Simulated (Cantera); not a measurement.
An isothermal, constant-pressure homogeneous reactor starts with NH3 : N2 = 1 : 19 (molar parts), at 1800 K and 113 Torr.

Computed with Cantera and the gas-phase N/H chemistry of the illustrative SiF4/NH3 mechanism in the Surface Chemkin manual (1991). Walls and surfaces, which speed up NH3 decomposition in real reactors, are not modelled.

x: mole fraction; the columns are a selection and need not sum to one.

| t (s) | x NH3 | x NH2 | x N | x NH | x N2 |
|---|---|---|---|---|---|
| 0.000600 | 0.0500 | [?] | 7.25e-12 | 6.75e-9 | 0.950 |
| 0.00191 | 0.0500 | [?] | 1.98e-10 | 8.27e-8 | 0.950 |
| 0.00606 | 0.0499 | [?] | 1.49e-9 | 4.53e-7 | 0.950 |
| 0.0192 | 0.0495 | [?] | 1.06e-8 | 1.09e-6 | 0.950 |
| 0.0612 | 0.0479 | [?] | 4.57e-8 | 1.54e-6 | 0.949 |
| 0.194 | 0.0434 | [?] | 1.37e-7 | 1.97e-6 | 0.947 |
| 0.617 | 0.0324 | [?] | 2.32e-7 | 1.97e-6 | 0.942 |
| 1.96 | 0.0147 | [?] | 2.44e-7 | 1.42e-6 | 0.935 |
| 6.23 | 0.00223 | [?] | 1.77e-7 | 5.91e-7 | 0.929 |
| 19.8 | 6.12e-5 | [?] | 5.57e-8 | 8.21e-8 | 0.928 |
| 62.9 | 6.57e-6 | [?] | 7.45e-9 | 1.02e-8 | 0.928 |
| 200 | 1.67e-6 | [?] | 1.90e-9 | 2.60e-9 | 0.928 |

Problem. Complete the blanks.

Solution. 
- 0.000600, x NH2: 8.34e-6
- 0.00191, x NH2: 2.64e-5
- 0.00606, x NH2: 7.92e-5
- 0.0192, x NH2: 0.000135
- 0.0612, x NH2: 0.000120
- 0.194, x NH2: 9.52e-5
- 0.617, x NH2: 6.77e-5
- 1.96, x NH2: 3.55e-5
- 6.23, x NH2: 8.66e-6
- 19.8, x NH2: 5.30e-7
- 62.9, x NH2: 6.12e-8
- 200, x NH2: 1.56e-8
